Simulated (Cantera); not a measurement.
An adiabatic, constant-pressure homogeneous reactor starts with H2 : O2 : N2 = 1 : 0.806 : 3.03 (molar parts), at 1050 K and 0.250 bar. Integrator tolerance rtol = 1e-08.

Computed with Cantera and GRI-Mech 3.0 (53 species, 325 reactions).

```json
[
 {"quantity": "time of steepest temperature rise", "before": "0.434 ms", "after": "0.478 ms"},
 {"quantity": "temperature at 1.00 s", "before": "2373 K", "after": "1931 K"},
 {"quantity": "equilibrium temperature", "before": "2373 K", "after": "1921 K"},
 {"quantity": "x(H2) at 1.00 s", "before": "0.00535 (gas-phase equilibrium 0.00535)", "after": "0.000122 (gas-phase equilibrium 0.000114)"},
 {"quantity": "x(O2) at 1.00 s", "before": "0.0629 (gas-phase equilibrium 0.0629)", "after": "0.130 (gas-phase equilibrium 0.128)"},
 {"quantity": "x(NO) at 1.00 s", "before": "0.00932 (gas-phase equilibrium 0.00932)", "after": "0.000239 (gas-phase equilibrium 0.00462)"},
 {"quantity": "x(H2O2) at 1.00 s", "before": "1.42e-7 (gas-phase equilibrium 1.42e-7)", "after": "3.44e-8 (gas-phase equilibrium 3.29e-8)"},
 {"quantity": "x(O) at 1.00 s", "before": "0.00378 (gas-phase equilibrium 0.00378)", "after": "0.000280 (gas-phase equilibrium 0.000256)"},
 {"quantity": "x(NO2) at 1.00 s", "before": "2.60e-6 (gas-phase equilibrium 2.60e-6)", "after": "1.82e-7 (gas-phase equilibrium 3.56e-6)"}
]
```

Problem. Which change was made?
A) pressure from 0.250 bar to 10.0 bar
B) H2 1 to 0.54 parts
C) initial temperature 1050 to 1175 K
D) initial temperature 1050 to 1600 K

Solution. B, H2 1 to 0.54 parts
